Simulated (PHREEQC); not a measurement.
Solution A (0.0095 mol/kgw ZnSO4, 8.9e-05 mol/kgw MgSO4, 3.3e-05 mol/kgw NaF and 0.00013 mol/kgw Na2SO4) is mixed with solution B (0.0097 mol/kgw HCl, 0.0091 mol/kgw Li2SO4 and 0.062 mol/kgw MnSO4) at 25 °C; shares are by mass of water, 1 kg in all. The system is closed to oxygen. No CO2 enters from the air. Precipitation was switched off in this run.

Equilibrium calculation in PHREEQC: ion-association model, wateq4f.dat.

```
share of solution B    pH  F- (mol/kgw)  Mg+2 (mol/kgw)  Zn+2 (mol/kgw)  Mn+2 (mol/kgw)
-------------------  ----  ------------  --------------  --------------  --------------
0                    5.76       3.13e-5         6.09e-5         0.00640               0
0.1                  3.26       1.72e-5         5.09e-5         0.00528         0.00432
0.2                  2.99       1.17e-5         4.31e-5         0.00441         0.00829
0.3                  2.85       8.55e-6         3.63e-5         0.00367          0.0121
0.4                  2.75       6.43e-6         3.02e-5         0.00302          0.0157
0.5                  2.68       4.84e-6         2.46e-5         0.00242          0.0192
0.6                  2.62       3.56e-6         1.92e-5         0.00188          0.0227
0.7                  2.57       2.49e-6         1.42e-5         0.00137          0.0260
0.8                  2.53       1.57e-6         9.27e-6        0.000887          0.0294
0.9                  2.50       7.45e-7         4.56e-6        0.000432          0.0326
1                    2.47             0               0               0          0.0359
```
